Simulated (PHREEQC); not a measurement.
A solution holds 26 mmol/kgw NH4HF2, 0.37 mmol/kgw (NH4)2SiF6, 0.44 mmol/kgw HBF4 and 17 mmol/kgw H2SO4, at 25 °C. It is in equilibrium with CO2 at log p = -1 (atm). Otherwise closed; pH follows from the charge balance.

The numbers come from PHREEQC with the ion-association model, phreeqc.dat.

### Question
The ionic strength comes out as 0.0454 mol/kgw. What activity coefficients do BF4-, NH4SO4-, SO4-2, HF2-, HSO4- get?

### Answer
BF4- 0.83, NH4SO4- 0.83, SO4-2 0.47, HF2- 0.83, HSO4- 0.83.

This is a speciation only: nothing precipitates in the calculation. Species that the database lacks are ignored. SiF6-2 is the database's only silicon fluoride. Real BF4- forms and hydrolyses slowly; the run takes it at equilibrium.
